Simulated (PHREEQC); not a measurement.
0.17 g of hydrous ferric oxide (600 m²/g; 0.2 weak and 0.005 strong sites per Fe, Dzombak-Morel constants, diffuse double layer) in 1 kg of water with 0.05 mol/kgw of an inert sodium salt, at 25 °C; the pH is set by adding NaOH or the inert anion's acid. Oxygen is held at 0.21 atm. No CO2 enters from the air. No solid was allowed to form.

Base run: PHREEQC, ion-association model, wateq4f.dat. Each further column changes one thing. The table gives surface charge σ (C/m²).

| pH | base | background salt from 0.05 to 0.005 mol/kgw | oxide from 0.17 to 0.85 g/kgw | 0.00079 mol/kgw CuCl2 added |
|---|---|---|---|---|
| 3 | 0.357 | 0.303 | 0.357 | 0.358 |
| 4 | 0.294 | 0.183 | 0.294 | 0.297 |
| 4.5 | 0.238 | 0.131 | 0.239 | 0.246 |
| 5.5 | 0.130 | 0.060 | 0.130 | 0.212 |
| 6 | 0.089 | 0.038 | 0.089 | 0.233 |
| 7 | 0.034 | 0.013 | 0.034 | 0.215 |
| 8 | 0.003 | 0.001 | 0.003 | 0.109 |
| 8.5 | -0.010 | -0.004 | -0.010 | 0.065 |
| 9.5 | -0.046 | -0.018 | -0.046 | 0.016 |
| 10 | -0.074 | -0.030 | -0.074 | 0.000 |
| 11 | -0.158 | -0.081 | -0.159 | -0.035 |

The oxide is taken as insoluble; below pH 4 it would dissolve. In at least one series the solution becomes supersaturated in solids that the run did not let form, among them Cu(OH)2, Atacamite. The database's constant for dissolved Cu(OH)2 is higher than later reviews accept.
